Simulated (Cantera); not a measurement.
What does this Cantera script print?

```python
import numpy as np
import cantera as ct

gas = ct.Solution("gri30.yaml", transport_model="mixture-averaged")
show = ['H2O', 'CH4', 'NO']

rows = []
print(f"{'T/K':>7s}{'rho':>11s}{'cp':>10s}{'mu':>11s}{'lambda':>11s}{'Pr':>7s}" + "".join(f"{'D_' + s:>11s}" for s in show))
for T in [400, 600, 800, 1000, 1200, 1400, 1600]:
    gas.TPX = T, 100000, {'CO': 0.27, 'C2H6': 0.49, 'CH3OH': 0.89}
    Pr = gas.cp_mass * gas.viscosity / gas.thermal_conductivity
    D = [gas.mix_diff_coeffs_mole[gas.species_index(s)] for s in show]
    rows.append([gas.density, gas.cp_mass, gas.viscosity, gas.thermal_conductivity, Pr, *D])
    print(f"{T:7g}{gas.density:11.4e}{gas.cp_mass:10.1f}{gas.viscosity:11.4e}"
          f"{gas.thermal_conductivity:11.4e}{Pr:7.3f}" + "".join(f"{d:11.4e}" for d in D))
print("SI units: kg/m3, J/kg/K, Pa s, W/m/K, m2/s")
```

It prints:

```
    T/K        rho        cp         mu     lambda     Pr      D_H2O      D_CH4       D_NO
    400 9.2599e-01    1684.6 1.3877e-05 3.0812e-02  0.759 2.8793e-05 2.9297e-05 2.6885e-05
    600 6.1733e-01    2202.8 2.0122e-05 5.7016e-02  0.777 6.3869e-05 6.1274e-05 5.5473e-05
    800 4.6300e-01    2608.4 2.5697e-05 8.4846e-02  0.790 1.1017e-04 1.0171e-04 9.1410e-05
   1000 3.7040e-01    2929.6 3.0720e-05 1.1227e-01  0.802 1.6618e-04 1.4957e-04 1.3385e-04
   1200 3.0866e-01    3172.6 3.5308e-05 1.3865e-01  0.808 2.3086e-04 2.0420e-04 1.8225e-04
   1400 2.6457e-01    3362.5 3.9551e-05 1.6379e-01  0.812 3.0346e-04 2.6510e-04 2.3619e-04
   1600 2.3150e-01    3509.9 4.3519e-05 1.8763e-01  0.814 3.8343e-04 3.3194e-04 2.9538e-04
SI units: kg/m3, J/kg/K, Pa s, W/m/K, m2/s
```

Cantera simulation using GRI-Mech 3.0 (53 species, 325 reactions); the numbers are that mechanism's predictions, not measurements. Polar gases are described roughly by these parameters. The composition is frozen, though it would react at the higher temperatures.
